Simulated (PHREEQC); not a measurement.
PHREEQC input (ion-association model, phreeqc.dat):

```
SOLUTION_MASTER_SPECIES
  Amm  AmmH+  0  AmmH  17.031  # ammonia with no redox link, constants of NH4+
SOLUTION_SPECIES
  AmmH+ = AmmH+
    -log_k 0
    -gamma 2.5 0
    -dw 1.98e-9
  AmmH+ = Amm + H+
    -log_k -9.252
    -delta_h 12.48 kcal
    -analytic 0.6322 -0.001225 -2835.76
    -dw 2.28e-9
  AmmH+ + SO4-2 = AmmHSO4-
    -log_k 1.11
PHASES
  Amm(g)
    Amm = Amm
    -log_k 1.7966
    -analytic -18.758 3.3670e-4 2.5113e3 4.8619 39.192
    -T_c 405.6
    -P_c 111.3
    -Omega 0.25
EXCHANGE_SPECIES
  AmmH+ + X- = AmmHX
    -log_k 0.6
    -gamma 2.5 0
    -delta_h -2.4
SOLUTION 0
  temp 25
  units mmol/kgw
  pH 7 charge
  Cl 1.76
  Amm 0.75
  Na 1
SOLUTION 1-30
  temp 25
  units mmol/kgw
  pH 7 charge
  Cl 130.01
  Amm 92
  Mn(2) 19
END
EXCHANGE 1-30
  X 0.00089
  -equilibrate 1
END
SELECTED_OUTPUT 1
  -reset false
  -pH true
  -pe true
  -ionic_strength true
  -water true
  -step true
  -totals Amm Cl Mn Na Mn(2) Mn(3)
  -molalities NaX MnX2 AmmHX
  -saturation_indices Pyrochroite Halite
PRINT
  -reset false
TRANSPORT
  -cells 30
  -shifts 120
  -lengths 0.0166667
  -time_step 3600
  -dispersivities 0.04
  -boundary_conditions flux flux
  -correct_disp true
  -punch_cells 30
  -punch_frequency 4
END
```

Selected output (columns that matter, 21 of 31 rows; pore volumes added in front):

```
pore volumes	pH	mu	Amm	Cl	Mn	Na	m_NaX	m_MnX2	si_Pyrochroite	si_Halite
0	4.9653	0.14291	0.092	0.13001	0.019	0	0	0.0001035	-7.5107	-1000
0.2833	4.9654	0.14286	0.091962	0.12996	0.018992	4.1268e-07	7.6985e-10	0.00010353	-7.5108	-9.0978
0.4167	4.9662	0.14076	0.09059	0.12801	0.018695	1.5316e-05	2.8917e-08	0.00010456	-7.5133	-7.5336
0.55	4.9701	0.13134	0.084421	0.11926	0.017372	8.255e-05	1.648e-07	0.00010947	-7.5251	-6.8271
0.8167	4.9879	0.091627	0.058537	0.082634	0.011861	0.0003646	9.6508e-07	0.00013611	-7.5944	-6.3129
1.0833	5.0083	0.051376	0.032616	0.04604	0.0063842	0.00064504	2.6201e-06	0.00017998	-7.7361	-6.2769
1.2167	5.0159	0.03669	0.023242	0.032841	0.0044221	0.00074492	3.8406e-06	0.00020457	-7.8361	-6.3389
1.35	5.021	0.025755	0.016283	0.023073	0.0029811	0.00081754	5.387e-06	0.00022874	-7.9552	-6.4307
1.6167	5.0249	0.012514	0.0078465	0.011311	0.0012769	0.00090049	9.7584e-06	0.00027087	-8.2441	-6.6622
1.8833	5.0237	0.0063734	0.0038768	0.0058673	0.00052388	0.00093276	1.651e-05	0.00030016	-8.5817	-6.9058
2.0167	5.0224	0.0047545	0.0028044	0.0044269	0.00033666	0.0009392	2.1021e-05	0.00030955	-8.7578	-7.0158
2.15	5.0212	0.0036991	0.00209	0.0034834	0.00022044	0.00094261	2.63e-05	0.00031578	-8.93	-7.1112
2.4167	5.0193	0.0025768	0.0013028	0.0024723	0.0001062	0.00094713	3.8327e-05	0.00032091	-9.233	-7.249
2.6833	5.0182	0.0021143	0.00096052	0.0020516	6.353e-05	0.00095403	4.983e-05	0.00032023	-9.4496	-7.3225
2.8167	5.018	0.0019985	0.00087147	0.0019461	5.3102e-05	0.00095846	5.4628e-05	0.00031882	-9.5257	-7.3423
2.95	5.0178	0.0019243	0.00081324	0.0018787	4.6193e-05	0.00096304	5.8679e-05	0.00031703	-9.5851	-7.3548
3.2167	5.0175	0.0018456	0.00075085	0.0018081	3.7941e-05	0.00097136	6.4861e-05	0.00031278	-9.6693	-7.3668
3.4833	5.0175	0.0018122	0.00072544	0.0017794	3.3183e-05	0.00097764	6.9271e-05	0.00030805	-9.727	-7.3706
3.6167	5.0174	0.0018034	0.0007195	0.0017724	3.1428e-05	0.00098	7.1067e-05	0.00030561	-9.7504	-7.3712
3.75	5.0174	0.0017974	0.00071608	0.0017678	2.992e-05	0.00098193	7.2684e-05	0.00030316	-9.7717	-7.3714
4.0167	5.0174	0.0017902	0.0007136	0.0017632	2.7398e-05	0.00098477	7.5556e-05	0.00029825	-9.8098	-7.3712
```
